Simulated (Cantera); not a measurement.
Input: 1 mol SiC, 0.21 mol CO2, 4 mol H2, at 0.00105 Torr.

These are equilibrium values from Cantera (NASA tables, ideal gas, pure condensed phases), not measurements of a reactor. Candidate condensed phases: C, C6H6, C7H8, C8H18, H2O, Si, SiC, SiO2; 123 gas species. Mutual solubility and eutectic melting of coexisting phases are not modelled. Kinetics and transport are ignored. All values below are at 775 °C.

Base state: H2 0.934, CO 0.0654, SiO 0.000118 (mole fractions); condensed: SiC(s) + SiO2(β-quartz).

**Question.** What changes in the equilibrium state with this change: pressure from 0.00105 Torr to 7.50 Torr?

**Answer.** 
```
species                before     after
-------------------  --------  --------
H2                      0.934     0.999
CH4                   1.90e-8  0.000583
CO                     0.0654   6.66e-5
SiO                  0.000118   8.50e-9
SiC(s), mol             0.930     0.790
SiO2(β-quartz), mol    0.0697     0.210
C(graphite), mol            0     0.417
```

**Question.** What changes in the equilibrium state with this change: pressure from 0.00105 Torr to 750 Torr?

**Answer.** 
| species | before | after |
|---|---|---|
| H2 | 0.934 | 0.948 |
| CH4 | 1.90e-8 | 0.0524 |
| CO | 0.0654 | 6.66e-7 |
| SiO | 0.000118 | <1e-9 |
| SiC(s), mol | 0.930 | 0.790 |
| SiO2(β-quartz), mol | 0.0697 | 0.210 |
| C(graphite), mol | 0 | 0.221 |
